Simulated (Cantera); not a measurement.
Mixture: 14.5 % CH4, 0.493 % C2H6, 17.1 % O2, 46.1 % N2, 21.8 % H2O, at 500000 Pa, adiabatic and at constant volume. Ignition delay is the time to a rise of 400 K.

Cantera simulation using GRI-Mech 3.0 (53 species, 325 reactions); the numbers are that mechanism's predictions, not measurements.

Q: Predict: delay at 1050 K; delay at 1250 K; delay at 1450 K; delay at 1650 K; delay at 1850 K; apparent activation energy between 1650 and 1850 K.

A: 
* **delay at 1050 K**: 23.3 ms
* **delay at 1250 K**: 2.95 ms
* **delay at 1450 K**: 0.424 ms
* **delay at 1650 K**: 64.1 µs
* **delay at 1850 K**: 13.7 µs
* **apparent activation energy between 1650 and 1850 K**: 200 kJ/mol
